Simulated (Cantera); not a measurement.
Cantera run:

```python
import numpy as np
import cantera as ct

gas_names = """
    Fe FeO Fe(OH)2 H HO2 H2 H2O H2O2 O OH O2 O3
""".split()
cond_names = """
    Fe(a) Fe(c) Fe(d) Fe(L) FeO(s) FeO(L) Fe(OH)2(s) Fe(OH)3(s) Fe2O3(s) Fe3O4(s) H2O(s) H2O(L)
""".split()


# ... load() reads the species with a 1 bar reference pressure and builds the phases ...
atoms = {
    'Fe2O3': {'Fe': 2, 'O': 3},
    'H2': {'H': 2},
}
top_T = {'Fe2O3(s)': 1830, 'Fe3O4(s)': 1870}  # K; cautious upper limits of use, not melting points


# ... equilibrate(T, P, feed) seeds the gas with the atoms and calls Mixture.equilibrate('TP', solver="vcs", rtol=1e-11, max_steps=5000) ...
results = []
feed = {'Fe2O3': 1, 'H2': 140}  # mol
P = 9300  # Pa
for T in [1350, 1400, 1450, 1500, 1550, 1600, 1650, 1700, 1750, 1800, 1850]:
    mix = equilibrate(T, P, feed)
    results.append((T, P, feed, dict(zip(mix.species_names, mix.species_moles))))
    x = sorted(zip(gas.X, gas.species_names), reverse=True)
    print(f"T = {T:g} K  P = {P:g} Pa  gas = {mix.phase_moles(0):.4g} mol")
    print("   x: " + "  ".join(f"{s} {v:.3e}" for v, s in x if v > 1e-06))
    print("   condensed (mol): " + ("  ".join(f"{mix.phase(i).name} {mix.phase_moles(i):.4g}"
          for i in range(1, mix.n_phases) if mix.phase_moles(i) > 1e-12) or "none"))
```

Result:

```
T = 1350 K  P = 9300 Pa  gas = 140 mol
   x: H2 9.786e-01  H2O 2.143e-02  H 7.731e-06
   condensed (mol): Fe(c) 2
T = 1400 K  P = 9300 Pa  gas = 140 mol
   x: H2 9.786e-01  H2O 2.143e-02  H 1.578e-05
   condensed (mol): Fe(c) 2
T = 1450 K  P = 9300 Pa  gas = 140 mol
   x: H2 9.785e-01  H2O 2.143e-02  H 3.068e-05
   condensed (mol): Fe(c) 2
T = 1500 K  P = 9300 Pa  gas = 140 mol
   x: H2 9.785e-01  H2O 2.143e-02  H 5.710e-05  Fe 1.613e-06
   condensed (mol): Fe(c) 2
T = 1550 K  P = 9300 Pa  gas = 140 mol
   x: H2 9.785e-01  H2O 2.143e-02  H 1.022e-04  Fe 4.507e-06
   condensed (mol): Fe(c) 1.999
T = 1600 K  P = 9300 Pa  gas = 140 mol
   x: H2 9.784e-01  H2O 2.143e-02  H 1.763e-04  Fe 1.179e-05
   condensed (mol): Fe(c) 1.998
T = 1650 K  P = 9300 Pa  gas = 140 mol
   x: H2 9.783e-01  H2O 2.142e-02  H 2.946e-04  Fe 2.905e-05
   condensed (mol): Fe(c) 1.996
T = 1700 K  P = 9300 Pa  gas = 140 mol
   x: H2 9.780e-01  H2O 2.142e-02  H 4.778e-04  Fe 6.767e-05
   condensed (mol): Fe(d) 1.991
T = 1750 K  P = 9300 Pa  gas = 140.1 mol
   x: H2 9.777e-01  H2O 2.142e-02  H 7.541e-04  Fe 1.498e-04
   condensed (mol): Fe(d) 1.979
T = 1800 K  P = 9300 Pa  gas = 140.1 mol
   x: H2 9.771e-01  H2O 2.141e-02  H 1.161e-03  Fe 3.169e-04  OH 1.679e-06
   condensed (mol): Fe(d) 1.956
T = 1850 K  P = 9300 Pa  gas = 140.2 mol
   x: H2 9.762e-01  H2O 2.139e-02  H 1.745e-03  Fe 6.294e-04  OH 2.826e-06
   condensed (mol): Fe(L) 1.912
```

Cantera equilibrium calculation (NASA polynomials, part measured and part estimated; ideal gas, pure solids and liquids).
